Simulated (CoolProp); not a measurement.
R115 along the isotherm 187.75 °C: Z from the reference equation and from simpler models built on Tc = 80.0 °C, pc = 3.129 MPa, ω = 0.248; each cubic takes its own stable root.

The numbers come from the reference Helmholtz-energy equation of state, Lemmon 2016 in CoolProp.

```json
[
 {"p (MPa)": "0.104", "phase": "gas", "reference": "0.9957"},
 {"p (MPa)": "0.209", "phase": "gas", "reference": "0.9913"},
 {"p (MPa)": "0.313", "phase": "gas", "reference": "0.9870"},
 {"p (MPa)": "0.417", "phase": "gas", "reference": "0.9827"},
 {"p (MPa)": "0.522", "phase": "gas", "reference": "0.9783"},
 {"p (MPa)": "0.626", "phase": "gas", "reference": "0.9739"},
 {"p (MPa)": "0.73", "phase": "gas", "reference": "0.9696"},
 {"p (MPa)": "0.834", "phase": "gas", "reference": "0.9652"},
 {"p (MPa)": "0.939", "phase": "gas", "reference": "0.9608"},
 {"p (MPa)": "1.04", "phase": "gas", "reference": "0.9565"},
 {"p (MPa)": "1.15", "phase": "gas", "reference": "0.9518"},
 {"p (MPa)": "1.25", "phase": "gas", "reference": "0.9476"},
 {"p (MPa)": "1.36", "phase": "gas", "reference": "0.9429"},
 {"p (MPa)": "1.46", "phase": "gas", "reference": "0.9386"},
 {"p (MPa)": "1.56", "phase": "gas", "reference": "0.9343"}
]
```

Q: How far does each simpler model (Pitzer virial, van der Waals, Redlich-Kwong, Soave-Redlich-Kwong, Peng-Robinson) lie from the reference over these 15 states: mean and median of the absolute difference, and the worst?

A: 
- Pitzer virial: mean 0.0 %, median 0.0 %, worst -0.0 % at 187.75 °C and 0.834 MPa
- van der Waals: mean 0.7 %, median 0.7 %, worst -1.5 % at 187.75 °C and 1.56 MPa
- Redlich-Kwong: mean 0.7 %, median 0.7 %, worst -1.3 % at 187.75 °C and 1.56 MPa
- Soave-Redlich-Kwong: mean 0.1 %, median 0.1 %, worst +0.3 % at 187.75 °C and 1.56 MPa
- Peng-Robinson: mean 0.6 %, median 0.6 %, worst -1.1 % at 187.75 °C and 1.56 MPa
